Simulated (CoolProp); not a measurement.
Vapour-liquid equilibrium of R134a (1) + dimethyl ether (2) at 230.8 K; x and y are mole fractions of (1).

Values from CoolProp's multi-fluid Helmholtz-energy mixture model, Tillner-Roth 1994 and Wu 2011; pair parameters Bell 2016.

| x | bubble pressure (MPa) | y at the bubble point | dew pressure at overall composition x (MPa) | liquid density (mol/L) |
|---|---|---|---|---|
| 0.05 | 0.04333 | 0.035 | 0.04306 | 16.34 |
| 0.2 | 0.04151 | 0.169 | 0.04125 | 15.95 |
| 0.35 | 0.04056 | 0.336 | 0.04053 | 15.56 |
| 0.5 | 0.04057 | 0.515 | 0.04053 | 15.18 |
| 0.65 | 0.04139 | 0.686 | 0.04115 | [?] |
| 0.8 | 0.04281 | 0.837 | 0.04240 | 14.44 |
| 0.95 | 0.04457 | [?] | 0.04436 | [?] |

Task: Fill in the missing entries.

Result: 
- 0.65, liquid density (mol/L): 14.81
- 0.95, y at the bubble point: 0.963
- 0.95, liquid density (mol/L): 14.08

y crosses x between x = 0.35 and 0.5: the model has an azeotrope there.

The pair parameters rest on a limited set of measurements; away from them the model extrapolates.
